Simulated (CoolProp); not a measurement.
n-perfluorohexane along the isotherm 64.95 °C: density (kg/m³) from the reference equation and from simpler models built on Tc = 174.9 °C, pc = 1742 kPa, ω = 0.497; each cubic takes its own stable root.

Values from CoolProp's reference Helmholtz-energy equation of state, Gao 2022.

```json
[
 {"p (kPa)": "55.1", "phase": "gas", "reference": "6.833", "Redlich-Kwong": "…", "Peng-Robinson": "6.834"},
 {"p (kPa)": "83.1", "phase": "gas", "reference": "10.48", "Redlich-Kwong": "10.38", "Peng-Robinson": "10.48"},
 {"p (kPa)": "125", "phase": "gas", "reference": "16.19", "Redlich-Kwong": "15.93", "Peng-Robinson": "16.19"},
 {"p (kPa)": "189", "phase": "liquid", "reference": "1553", "Redlich-Kwong": "24.91", "Peng-Robinson": "…"},
 {"p (kPa)": "285", "phase": "liquid", "reference": "…", "Redlich-Kwong": "1227", "Peng-Robinson": "1514"},
 {"p (kPa)": "430", "phase": "liquid", "reference": "1555", "Redlich-Kwong": "1231", "Peng-Robinson": "1516"},
 {"p (kPa)": "649", "phase": "liquid", "reference": "1557", "Redlich-Kwong": "1236", "Peng-Robinson": "1520"},
 {"p (kPa)": "979", "phase": "liquid", "reference": "1559", "Redlich-Kwong": "1244", "Peng-Robinson": "1524"},
 {"p (kPa)": "1480", "phase": "liquid", "reference": "1563", "Redlich-Kwong": "1256", "Peng-Robinson": "…"},
 {"p (kPa)": "2230", "phase": "liquid", "reference": "1568", "Redlich-Kwong": "1272", "Peng-Robinson": "1540"},
 {"p (kPa)": "3360", "phase": "liquid", "reference": "1576", "Redlich-Kwong": "1293", "Peng-Robinson": "1553"},
 {"p (kPa)": "5070", "phase": "liquid", "reference": "…", "Redlich-Kwong": "1321", "Peng-Robinson": "1571"},
 {"p (kPa)": "7650", "phase": "liquid", "reference": "1601", "Redlich-Kwong": "1355", "Peng-Robinson": "1595"},
 {"p (kPa)": "11500", "phase": "liquid", "reference": "1620", "Redlich-Kwong": "1395", "Peng-Robinson": "1624"},
 {"p (kPa)": "17400", "phase": "liquid", "reference": "1647", "Redlich-Kwong": "1442", "Peng-Robinson": "1660"}
]
```

Question: Some entries are withheld; supply them.

Answer: 
- 55.1, Redlich-Kwong: 6.790
- 189, Peng-Robinson: 1513
- 285, reference: 1554
- 1480, Peng-Robinson: 1531
- 5070, reference: 1586

At some of these states Redlich-Kwong gives the other phase, because its saturation line lies elsewhere.
